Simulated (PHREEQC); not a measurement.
1.4 g of hydrous ferric oxide (600 m²/g; 0.2 weak and 0.005 strong sites per Fe, Dzombak-Morel constants, diffuse double layer) in 1 kg of water with 0.3 mol/kgw of an inert sodium salt, at 25 °C; the pH is set by adding NaOH or the inert anion's acid. Oxygen alone is held at its pressure in air (log pO2 = -0.68). No CO2 enters from the air. Nothing may precipitate in this run.

Base run: PHREEQC, ion-association model, wateq4f.dat. Each further column changes one thing. The table gives surface charge σ (C/m²).

```tsv
pH	base	background salt from 0.3 to 0.03 mol/kgw	oxide from 1.4 to 7 g/kgw	0.0012 mol/kgw CuCl2 added
4	0.349	0.272	0.349	0.350
5	0.269	0.158	0.270	…
5.5	0.211	…	0.211	0.244
6	0.154	…	0.154	0.201
7	0.066	0.028	0.066	…
8	0.006	0.002	0.006	0.058
8.5	-0.021	…	-0.021	0.030
9	-0.051	-0.021	-0.051	0.005
10	-0.132	…	-0.132	-0.045
```

Task: What belongs in the gaps?

Result: 
- 5, 0.0012 mol/kgw CuCl2 added: 0.284
- 5.5, background salt from 0.3 to 0.03 mol/kgw: 0.111
- 6, background salt from 0.3 to 0.03 mol/kgw: 0.075
- 7, 0.0012 mol/kgw CuCl2 added: 0.124
- 8.5, background salt from 0.3 to 0.03 mol/kgw: -0.008
- 10, background salt from 0.3 to 0.03 mol/kgw: -0.062

 In at least one series the solution becomes supersaturated in solids that the run did not let form, among them Cu(OH)2. The database's constant for dissolved Cu(OH)2 is higher than later reviews accept.
